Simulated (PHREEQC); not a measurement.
KBr is added in steps, without added water, to 1 kg of water holding 0.2 mol HNO3, 6.9e-05 mol FeCl3 and 0.00087 mol MnSO4, at 20 °C. The system is closed to oxygen. No CO2 enters from the air. Only these solids could form: Hematite, Pyrochroite, Jarosite-K.

Base run: PHREEQC, ion-association model, wateq4f.dat. Each further column changes one thing. The table gives KSO4- (mol/kgw).

```tsv
KBr added (mol)	base	FeCl3 replaced by Fe2(SO4)3 at the same molality	FeCl3 from 6.9e-05 to 0.000138 mol/kgw	no solid may form
0	0	0	0	0
0.025	5.76e-6	7.07e-6	5.71e-6	5.76e-6
0.0625	1.40e-5	1.72e-5	1.39e-5	1.40e-5
0.0875	1.92e-5	2.36e-5	1.91e-5	1.92e-5
0.125	2.68e-5	3.30e-5	2.66e-5	2.68e-5
0.15	3.17e-5	3.89e-5	3.14e-5	3.17e-5
0.1875	3.87e-5	4.76e-5	3.84e-5	3.87e-5
0.2125	4.33e-5	5.32e-5	4.30e-5	4.33e-5
0.25	4.99e-5	6.14e-5	4.95e-5	4.99e-5
0.275	5.41e-5	6.67e-5	5.38e-5	5.41e-5
0.3125	6.04e-5	7.44e-5	6.00e-5	6.04e-5
0.3375	6.44e-5	7.94e-5	6.41e-5	6.44e-5
0.375	7.04e-5	8.67e-5	7.00e-5	7.04e-5
0.4	7.42e-5	9.14e-5	7.38e-5	7.42e-5
```
